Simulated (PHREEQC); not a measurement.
Na2HPO4 is added in steps, without added water, to 1 kg of water holding 25 mmol/kgw NaOH and 0.0058 mmol/kgw CO2, at 25 °C. Oxygen is held at 0.21 atm. CO2 from the air is kept out. Solids allowed: Nahcolite, Natron. Others were left out.

Base run: PHREEQC, ion-association model, wateq4f.dat. Each further column changes one thing. The table gives pH.

```tsv
Na2HPO4 added (mol)	base	NaOH from 0.025 to 0.0025 mol/kgw	NaOH replaced by Na2CO3 at the same molality	0.00034 mol/kgw Cu(NO3)2 added	no solid may form
0	12.33	11.37	11.10	12.32	12.33
0.0013	12.31	11.33	11.07	12.30	12.31
0.0026	12.29	11.29	11.05	12.27	12.29
0.0039	12.27	11.25	11.02	12.25	12.27
0.0052	12.24	11.21	10.99	12.23	12.24
0.0065	12.22	11.17	10.97	12.21	12.22
0.0078	12.20	11.13	10.95	12.19	12.20
0.0091	12.18	11.10	10.93	12.17	12.18
0.0104	12.16	11.06	10.91	12.14	12.16
0.0117	12.14	11.03	10.89	12.12	12.14
0.013	12.11	11.00	10.87	12.10	12.11
```

H3PO4, which wateq4f.dat lacks, is added to it with the constant of phreeqc.dat. The database has no phosphate complexes of Cu. The database's constant for dissolved Cu(OH)2 is higher than later reviews accept. Solids allowed in the column '0.00034 mol/kgw Cu(NO3)2 added': Tenorite, Malachite, Cu2(OH)3NO3, Cu3(PO4)2:3H2O, Nahcolite, Natron.
